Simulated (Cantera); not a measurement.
Mixture: CH₄ : O₂ : N₂ = 1 : 2.33 : 12.3 (molar parts), at 750 Torr, adiabatic and at constant pressure. Ignition delay is the time to a rise of 400 K.

Computed with Cantera and GRI-Mech 3.0 (53 species, 325 reactions).

Task: What does this change do: 1 parts H2O added?

Result: 
| quantity | before | after |
|---|---|---|
| delay at 1223 K | 42.2 ms | 48.8 ms |
| delay at 1323 K | 11.1 ms | 13.1 ms |
| delay at 1423 K | 3.35 ms | 3.91 ms |
| delay at 1523 K | 1.17 ms | 1.31 ms |
| delay at 1623 K | 0.478 ms | 0.511 ms |
| delay at 1723 K | 0.225 ms | 0.230 ms |
| apparent activation energy between 1523 and 1723 K | 180 kJ/mol | 190 kJ/mol |
